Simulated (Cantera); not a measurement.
Charge: 1 mol Si, 1.8 mol HCl, 9.2 mol H2, at 12.0 bar.

Equilibrium computed with Cantera from the NASA thermochemical tables; the gas is ideal and each condensed phase is pure. Candidate condensed phases: Si; 19 gas species. The tables' values for SiCl3 are old estimates; treat these amounts as uncertain. Rates play no part.

Task: At 1077 °C, list the 6 most abundant gas species with their mole fractions, and the condensed phases.

Result: H2 0.923, HCl 0.0331, SiHCl3 0.0203, SiCl4 0.0127, SiH2Cl2 0.00472, SiCl2 0.00334. Condensed: Si(s).
